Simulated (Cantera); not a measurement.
A freely propagating, adiabatic, planar premixed flame of CH₄ : C₂H₆ : C₃H₈ : O₂ : N₂ = 1 : 0.56 : 0.1 : 6.19 : 23.3 (molar parts), equivalence ratio 0.72, unburnt at 500 K and 9.87 atm; mixture-averaged transport, grid criteria slope 0.08 and curve 0.16, no radiation.

Detailed kinetics in Cantera: GRI-Mech 3.0 (53 species, 325 reactions). Burning velocities carry a grid error of a few per cent, more on coarse grids.

Question: What does this change do: inlet temperature 500 to 375 K?

Answer: 
```tsv
quantity	before	after
laminar burning velocity	27.4 cm/s	14.4 cm/s
thermal thickness	0.0832 mm	0.108 mm
peak x(CH₂)	6.78e-6	3.99e-6
peak x(HCN)	2.08e-7	1.22e-7
peak x(HCO)	8.29e-6	5.15e-6
```

Question: What does this change do: 0.35 parts CO2 added?

Answer: 
```tsv
quantity	before	after
laminar burning velocity	27.4 cm/s	25.4 cm/s
thermal thickness	0.0832 mm	0.0880 mm
peak x(CH₂)	6.78e-6	5.91e-6
peak x(HCN)	2.08e-7	1.79e-7
peak x(HCO)	8.29e-6	7.36e-6
```
